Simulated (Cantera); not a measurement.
## Transport properties of process gases

Gas mixture: N2 : C3H8 : CO2 = 0.93 : 0.3 : 0.69 (molar parts), at 5.00 bar, frozen composition.

Cantera's kinetic-theory transport with the Lennard-Jones parameters of GRI-Mech 3.0, ideal gas; thermal conductivity in the multicomponent form. The composition is frozen, though it would react at the higher temperatures.

```csv
T (K),ρ (kg/m³),cp (J/kg/K),μ (µPa s),λ (mW/m/K),Pr,D (cm²/s) OH,D (cm²/s) NO,D (cm²/s) N2
400,5.45,1206,18.6,29.2,0.767,0.0872,0.0558,0.0485
550,3.97,1375,24.0,42.0,0.785,0.151,0.0973,0.0851
700,3.12,1516,28.8,54.8,0.795,0.228,0.147,0.129
850,2.57,1632,33.1,67.4,0.801,0.317,0.204,0.180
1000,2.18,1728,37.1,79.6,0.805,0.416,0.269,0.237
1150,1.90,1797,40.8,90.9,0.807,0.526,0.340,0.300
```
D: mixture-averaged diffusion coefficient of that species in the mixture.
